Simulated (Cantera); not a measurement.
**Hydrogen reduction and annealing atmospheres: Al2O3 + H2 + N2**

Feed: 1 mol Al2O3, 520 mol H2, 13 mol N2, held at 1 atm.

Method: chemical equilibrium by Gibbs-energy minimisation in Cantera with the NASA 1993 tables (ideal gas, pure condensed phases). Candidate condensed phases: Al, AlN, Al2O3, H2O; 35 gas species. Mutual solubility and eutectic melting of coexisting phases are not modelled. The tables' values for AlOH are old estimates; treat these amounts as uncertain. Condensed phases not in the tables: aluminium oxynitride. The numbers say what is thermodynamically allowed, not how fast it happens.

From 798 K to 1098 K the condensed part is Al2O3(s). From 1198 K to 1798 K the condensed part is AlN(s) + Al2O3(s). From 1898 K to 2098 K the condensed part is Al2O3(s).

```
T (K)   x H2    x N2       x H     x NH3     x H2O      x Al    x Al2O  n Al2O3(s)  n AlN(s)
-----  -----  ------  --------  --------  --------  --------  --------  ----------  --------
798    0.975  0.0242  2.61e-12  0.000463   7.73e-9    <1e-12    <1e-12       1.000         0
898    0.976  0.0243  1.07e-10  0.000187   4.05e-8    <1e-12    <1e-12       1.000         0
998    0.976  0.0243   2.11e-9   8.99e-5   1.50e-7    <1e-12    <1e-12       1.000         0
1098   0.976  0.0244   2.43e-8   4.90e-5   4.33e-7    <1e-12    <1e-12       1.000         0
1198   0.976  0.0244   1.87e-7   2.94e-5   1.04e-6    <1e-12    <1e-12       1.000  0.000369
1298   0.976  0.0244   1.05e-6   1.91e-5   2.17e-6    <1e-12    <1e-12       1.000  0.000770
1398   0.976  0.0244   4.64e-6   1.31e-5   4.04e-6  9.31e-12    <1e-12       0.999   0.00144
1498   0.976  0.0244   1.69e-5   9.50e-6   6.92e-6  3.63e-10  7.79e-12       0.999   0.00246
1598   0.976  0.0244   5.22e-5   7.16e-6   1.10e-5   8.88e-9  4.61e-10       0.998   0.00391
1698   0.975  0.0244  0.000142   5.57e-6   1.66e-5   1.48e-7   1.67e-8       0.997   0.00574
1798   0.975  0.0244  0.000345   4.47e-6   2.38e-5   1.80e-6   4.00e-7       0.996   0.00669
1898   0.975  0.0244  0.000767   3.66e-6   3.80e-5   1.33e-5   5.03e-6       0.992         0
1998   0.974  0.0244   0.00157   3.06e-6  0.000101   3.49e-5   1.59e-5       0.978         0
2098   0.972  0.0243   0.00301   2.61e-6  0.000247   8.21e-5   4.42e-5       0.946         0
```
x: gas mole fraction; n: condensed amount in mol.
